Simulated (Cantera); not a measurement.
Input: 1 mol Si, 0.02 mol N₂O, 78 mol H₂, at 1625 K and 10000 Pa.

Equilibrium computed with Cantera from the NASA thermochemical tables; the gas is ideal and each condensed phase is pure. Candidate condensed phases: H₂O, Si, SiO₂, Si₂N₂O, Si₃N₄; 35 gas species. The numbers say what is thermodynamically allowed, not how fast it happens.

Base state: H₂ 0.999, N₂ 0.000256, SiO 0.000256, H 0.000223 (mole fractions); condensed: Si(s).

What changes in the equilibrium state with this change: Si replaced by SiC?


```json
[
 {"species": "H₂", "before": "0.999", "after": "0.999"},
 {"species": "N₂", "before": "0.000256", "after": "0.000255"},
 {"species": "H", "before": "0.000223", "after": "0.000223"},
 {"species": "SiO", "before": "0.000256", "after": "0.000132"},
 {"species": "CO", "before": "0", "after": "0.000124"},
 {"species": "Si(s), mol", "before": "0.979", "after": "0"},
 {"species": "SiC(s), mol", "before": "0", "after": "0.990"}
]
```
Further candidate phases: C, C₆H₆, C₇H₈, C₈H₁₈, SiC.

What changes in the equilibrium state with this change: pressure from 10000 Pa to 470000 Pa?


| species | before | after |
|---|---|---|
| H₂ | 0.999 | 1.000 |
| H | 0.000223 | 3.25e-5 |
| SiO | 0.000256 | 1.73e-5 |
| N₂ | 0.000256 | 1.70e-5 |
| Si(s), mol | 0.979 | 0.960 |
| Si₂N₂O(s), mol | 0 | 0.0186 |
Mutual solubility and eutectic melting of coexisting phases are not modelled.
